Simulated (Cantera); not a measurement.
Equilibrium for abatement and gas-phase synthesis: S + SO2 + O2

Feed: 1 mol S, 0.021 mol SO2, 0.4 mol O2.

These are equilibrium values from Cantera (NASA tables, ideal gas, pure condensed phases), not measurements of a reactor. Candidate condensed phases: S; 10 gas species. The ideal-gas law is rough above about 30 bar. Equilibrium is a limit: real reactors are often held back by kinetics, nucleation or transport.

**Question.** Map the stable condensed phases over T = 1100, 1200, 1300, 1400, 1500, 1600, 1700, 1800, 1900, 2000, 2100 K and P in Pa = 10, 52, 280, 1400, 7600, 40000, 210000, 1100000, 5700000, 30000000.

**Answer.** 
```
T in K \ P in Pa
               10       52      280     1400     7600    40000   210000  1100000  5700000 30000000
   2100         A        A        A        A        A        A        A        A        A        A
   2000         A        A        A        A        A        A        A        A        A        A
   1900         A        A        A        A        A        A        A        A        A        A
   1800         A        A        A        A        A        A        A        A        A        A
   1700         A        A        A        A        A        A        A        A        A        A
   1600         A        A        A        A        A        A        A        A        A        A
   1500         A        A        A        A        A        A        A        A        A        A
   1400         A        A        A        A        A        A        A        A        A        A
   1300         A        A        A        A        A        A        A        A        A        B
   1200         A        A        A        A        A        A        A        A        A        B
   1100         A        A        A        A        A        A        A        A        B        B
```
A: gas only; B: S.
